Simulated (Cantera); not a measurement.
## BN + O2 (nitride etching)

A closed system holds: 1 mol BN, 2.2 mol O2, held at 180 Torr.

Method: chemical equilibrium by Gibbs-energy minimisation in Cantera with the NASA 1993 tables (ideal gas, pure condensed phases). Candidate condensed phases: B, BN, B2O3; 17 gas species. The numbers say what is thermodynamically allowed, not how fast it happens.

| T (K) | x O2 | x N2 | x B2O3 | x NO | n B2O3(l) |
|---|---|---|---|---|---|
| 1225 | 0.743 | 0.256 | 8.53e-8 | 0.000253 | 0.500 |
| 1275 | 0.743 | 0.256 | 3.83e-7 | 0.000360 | 0.500 |
| 1325 | 0.743 | 0.256 | 1.53e-6 | 0.000498 | 0.500 |
| 1375 | 0.743 | 0.256 | 5.48e-6 | 0.000674 | 0.500 |
| 1425 | 0.743 | 0.256 | 1.79e-5 | 0.000892 | 0.500 |
| 1475 | 0.743 | 0.256 | 5.37e-5 | 0.00116 | 0.500 |
| 1525 | 0.743 | 0.256 | 0.000149 | 0.00148 | 0.500 |
| 1575 | 0.742 | 0.255 | 0.000388 | 0.00186 | 0.499 |
| 1625 | 0.742 | 0.255 | 0.000948 | 0.00230 | 0.498 |
| 1675 | 0.740 | 0.254 | 0.00219 | 0.00281 | 0.495 |
| 1725 | 0.738 | 0.253 | 0.00480 | 0.00339 | 0.490 |
x: gas mole fraction; n: condensed amount in mol.

From 1225 K to 1725 K the condensed part is B2O3(l). The main B-bearing gas is B2O3 throughout.
